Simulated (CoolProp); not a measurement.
A simple Rankine cycle with isobutane: condensing at 333.15 K, boiler at 2.43 MPa, turbine inlet 399.3 K, turbine efficiency 0.75, pump efficiency 0.6, no recuperator. Each further row changes one setting.

The numbers come from the reference Helmholtz-energy equation of state, Bücker 2006 in CoolProp.

```csv
case,thermal efficiency (%),net work (kJ/kg),heat in (kJ/kg),turbine exit temperature (K),volume ratio over the turbine
as stated,7.3,27.5,378,363.8,3.24
turbine inlet 419.3 K,7.3,31.4,432,387.2,3.08
condensing temperature 325.15 K,8.4,33.4,399,358.7,3.95
boiler pressure 1.7 MPa,5.1,20.8,404,379.3,2.06
turbine efficiency 0.65,6.1,23.1,378,365.8,3.27
```
